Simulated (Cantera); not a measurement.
Charge: 1 mol Si, 0.52 mol NH3, 3.4 mol N2, held at 0.133 bar.

Equilibrium computed with Cantera from the NASA thermochemical tables; the gas is ideal and each condensed phase is pure. Candidate condensed phases: Si, Si3N4; 18 gas species. Gases not in the tables: Si2H6 and higher silanes. Equilibrium is a limit: real reactors are often held back by kinetics, nucleation or transport.

### Question
Which condensed phases are stable at each of these points (T (K)): 1548, 1598, 1648, 1698, 1748, 1798, 1848, 1898, 1948, 1998, 2048?

### Answer
```csv
T (K),condensed phases,Si condensed (%)
1548,Si3N4(s),100.0
1598,Si3N4(s),100.0
1648,Si3N4(s),100.0
1698,Si3N4(s),100.0
1748,Si3N4(s),100.0
1798,Si3N4(s),100.0
1848,Si3N4(s),100.0
1898,Si3N4(s),100.0
1948,Si3N4(s),99.9
1998,Si(l),99.8
2048,Si(l),99.6
```

From 1548 K to 1948 K the condensed part is Si3N4(s). From 1998 K to 2048 K the condensed part is Si(l).
